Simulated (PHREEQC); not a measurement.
1.8 g of hydrous ferric oxide (600 m²/g; 0.2 weak and 0.005 strong sites per Fe, Dzombak-Morel constants, diffuse double layer) in 1 kg of water with 0.01 mol/kgw of an inert sodium salt and 0.0021 mol/kgw CaCl2 and 0.00037 mol/kgw BaCl2, at 25 °C; the pH is set by adding NaOH or the inert anion's acid. Oxygen is held at 0.21 atm. CO2 from the air is kept out. Precipitation was switched off in this run.

Computed with PHREEQC (ion-association model, wateq4f.dat).

| pH | Ca sorbed (%) | Ba sorbed (%) | surface charge σ (C/m²) | surface potential ψ (mV) |
|---|---|---|---|---|
| 4 | 0.0 | 0.0 | 0.247 | 176 |
| 4.38 | 0.0 | 0.0 | 0.202 | 166 |
| 4.75 | 0.0 | 0.0 | 0.161 | ___ |
| 5.12 | 0.0 | 0.0 | 0.125 | 142 |
| 5.5 | 0.0 | 0.1 | 0.094 | 128 |
| 5.88 | 0.1 | 0.2 | 0.068 | 112 |
| 6.25 | 0.2 | 0.7 | 0.049 | 96 |
| 6.62 | ___ | 2.1 | 0.035 | 79 |
| 7 | 1.9 | 5.0 | 0.023 | 62 |
| 7.38 | 3.7 | 7.7 | ___ | 44 |
| 7.75 | 7.7 | ___ | 0.008 | ___ |
| 8.12 | 18.2 | 10.6 | 0.004 | 13 |
| 8.5 | ___ | 13.3 | 0.001 | 5 |
| 8.88 | 53.5 | ___ | 0.000 | -1 |
| 9.25 | 67.4 | ___ | -0.002 | -7 |
| 9.62 | 76.7 | 27.2 | -0.003 | -11 |
| 10 | 82.5 | 31.8 | -0.004 | -15 |

Some entries are withheld; supply them.


- 4.75, surface potential ψ (mV): 155
- 6.62, Ca sorbed (%): 0.8
- 7.38, surface charge σ (C/m²): 0.015
- 7.75, Ba sorbed (%): 9.1
- 7.75, surface potential ψ (mV): 27
- 8.5, Ca sorbed (%): 35.6
- 8.88, Ba sorbed (%): 17.2
- 9.25, Ba sorbed (%): 22.1
